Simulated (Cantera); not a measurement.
Source: NASA polynomial tables (part measured, part estimated), evaluated in Cantera. Values are per mole of reaction as written; species without (g) are pure solids or liquids, kept so even where they would boil at 1 bar.

O(g) + H2(g) → H2O(g)

```tsv
T (K)	ΔH° (kJ)	ΔS° (J/K)	ΔG° (kJ)	log10 K
2123	[?]	[?]	[?]	[?]
2173	-507.2	-125.0	-235.5	5.66
2223	[?]	[?]	[?]	[?]
2273	[?]	[?]	[?]	[?]
2323	-507.5	-125.2	-216.7	4.87
2373	-507.7	-125.2	-210.5	4.63
2423	-507.8	-125.3	-204.2	4.40
```

Problem. Complete the blanks.

Solution. 
- 2123, ΔH° (kJ): -507.0
- 2123, ΔS° (J/K): -125.0
- 2123, ΔG° (kJ): -241.7
- 2123, log10 K: 5.95
- 2223, ΔH° (kJ): -507.3
- 2223, ΔS° (J/K): -125.1
- 2223, ΔG° (kJ): -229.2
- 2223, log10 K: 5.39
- 2273, ΔH° (kJ): -507.4
- 2273, ΔS° (J/K): -125.1
- 2273, ΔG° (kJ): -223.0
- 2273, log10 K: 5.12
